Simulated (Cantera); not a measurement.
Cantera run:

```python
import numpy as np
import cantera as ct

gas_names = """
    H H2 Hg
""".split()
cond_names = """
    Hg(cr) Hg(L)
""".split()


# ... load() reads the species with a 1 bar reference pressure and builds the phases ...
atoms = {
    'Hg': {'Hg': 1},
    'H2': {'H': 2},
}
top_T = {}  # K; cautious upper limits of use, not melting points


# ... equilibrate(T, P, feed) seeds the gas with the atoms and calls Mixture.equilibrate('TP', solver="vcs", rtol=1e-11, max_steps=5000) ...
results = []
T = 973  # K
P = 1000  # Pa
for m in [0.12, 0.2, 0.34, 0.58, 0.98, 1.7, 2.9, 4.9, 8.4]:
    feed = {'Hg': 1, 'H2': m}  # mol
    mix = equilibrate(T, P, feed)
    results.append((T, P, feed, dict(zip(mix.species_names, mix.species_moles))))

top = {s: max(r[3][s] / sum(r[3][g] for g in gas_names) for r in results) for s in gas_names}
cols = sorted((s for s in top if top[s] > 1e-06), key=lambda s: -top[s])[:5]
seen = [c for c in cond_names if any(r[3].get(c, 0) > 1e-12 for r in results)]
print("log10 of partial pressures in bar; condensed amounts in mol")
print(f"{'n(H2)':>10s}" + "".join(f"{s[:9]:>10s}" for s in cols + seen))
for T, P, feed, n in results:
    ng = sum(n[g] for g in gas_names)
    print(f"{feed['H2']:10.4g}" + "".join(f"{np.log10(max(n[s] / ng * P / 1e5, 1e-99)):10.3f}" for s in cols)
          + "".join(f"{n.get(c, 0):10.4g}" for c in seen))
```

Result:

```
log10 of partial pressures in bar; condensed amounts in mol
     n(H2)        H2        Hg
      0.12    -2.970    -2.049
       0.2    -2.778    -2.079
      0.34    -2.596    -2.127
      0.58    -2.435    -2.199
      0.98    -2.305    -2.297
       1.7    -2.201    -2.431
       2.9    -2.129    -2.591
       4.9    -2.081    -2.771
       8.4    -2.049    -2.973
```

These are equilibrium values from Cantera (NASA tables, ideal gas, pure condensed phases), not measurements of a reactor.
